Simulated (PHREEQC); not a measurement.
Acid mine or pickling water: an equilibrium model

Model water analysis in mg/L, 25 °C, pH 3.44, pe 10:

```csv
constituent,mg/L
Na,89.3
K,69.9
Ca,76.2
Mg,16.3
Cl,109
S(6) as SO4,408
Zn,10.7
```

Valence states are taken as typed.

All values are PHREEQC results (ion-association model, phreeqc.dat), not measurements.

Each row changes one thing in this solution. This is a speciation only: nothing precipitates in the calculation.

```csv
case,ionic strength (mol/kgw),SO4-2 (mol/kgw),Ca+2 (mol/kgw),Mg+2 (mol/kgw),CaSO4 (mol/kgw),MgSO4 (mol/kgw),SI of Gypsum (CaSO4:2H2O),SI of Halite (NaCl)
as made,0.0160,0.00353,0.00154,0.000511,0.000362,0.000160,-1.11,-6.61
Cl from 109 to 327 mg/L,0.0192,0.00357,0.00156,0.000519,0.000343,0.000152,-1.13,-6.14
all concentrations times 2 at the same typed pH,0.0304,0.00667,0.00285,0.000929,0.000947,0.000414,-0.69,-6.04
```
